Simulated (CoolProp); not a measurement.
Nitrous oxide at several states: fugacity coefficient from the reference equation and from simpler models built on Tc = 309.5 K, pc = 7.245 MPa, ω = 0.161; each cubic takes its own stable root.

Model: reference Helmholtz-energy equation of state, Lemmon 2006, in CoolProp. It is a short technical equation, of lower accuracy than the large ones.

| T (K) | p (MPa) | phase | reference |
|---|---|---|---|
| 370.8 | 0.02 | gas | 0.9995 |
| 369.1 | 1.87 | gas | 0.9505 |
| 225.8 | 29.7 | liquid | 0.03992 |
| 492.2 | 0.552 | gas | 0.9950 |
| 437.8 | 0.0139 | gas | 0.9998 |

How far does each simpler model (Redlich-Kwong, Soave-Redlich-Kwong, Peng-Robinson) lie from the reference over these 5 states: mean and median of the absolute difference, and the worst?


- Redlich-Kwong: mean 5.9 %, median 0.1 %, worst +29.3 % at 225.8 K and 29.7 MPa
- Soave-Redlich-Kwong: mean 1.1 %, median 0.1 %, worst +5.5 % at 225.8 K and 29.7 MPa
- Peng-Robinson: mean 0.7 %, median 0.1 %, worst -2.9 % at 225.8 K and 29.7 MPa
